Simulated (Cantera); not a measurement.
Feed: 1 mol Zr, 13 mol N2O, 25 mol N2, equilibrated at 0.133 bar.

These are equilibrium values from Cantera (NASA tables, ideal gas, pure condensed phases), not measurements of a reactor. Candidate condensed phases: Zr, ZrN, ZrO2; 13 gas species. Kinetics and transport are ignored.

**Question.** Which condensed phases are stable at each of these points (T (°C)): 1100, 1175, 1250, 1325, 1400, 1475, 1550, 1625, 1700, 1775, 1850, 1925, 2000, 2075?

**Answer.** 
| T (°C) | condensed phases | Zr condensed (%) |
|---|---|---|
| 1100 | ZrO2(monoclinic) | 100.0 |
| 1175 | ZrO2(monoclinic) | 100.0 |
| 1250 | ZrO2(tetragonal) | 100.0 |
| 1325 | ZrO2(tetragonal) | 100.0 |
| 1400 | ZrO2(tetragonal) | 100.0 |
| 1475 | ZrO2(tetragonal) | 100.0 |
| 1550 | ZrO2(tetragonal) | 100.0 |
| 1625 | ZrO2(tetragonal) | 100.0 |
| 1700 | ZrO2(tetragonal) | 100.0 |
| 1775 | ZrO2(tetragonal) | 100.0 |
| 1850 | ZrO2(tetragonal) | 100.0 |
| 1925 | ZrO2(tetragonal) | 100.0 |
| 2000 | ZrO2(tetragonal) | 100.0 |
| 2075 | ZrO2(tetragonal) | 100.0 |

From 1100 °C to 1175 °C the condensed part is ZrO2(monoclinic). From 1250 °C to 2075 °C the condensed part is ZrO2(tetragonal).
